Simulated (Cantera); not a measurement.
Feed: 1 mol PbCl₂, 40 mol H₂, held at 19.0 mbar.

Cantera equilibrium calculation (NASA polynomials, part measured and part estimated; ideal gas, pure solids and liquids). Candidate condensed phases: Pb, PbCl₂; 10 gas species. Rates play no part.

Q: At 1827 °C, list the 4 most abundant gas species with their mole fractions, and the condensed phases.

A: H₂ 0.908, HCl 0.0460, Pb 0.0232, H 0.0215. Condensed: gas only.
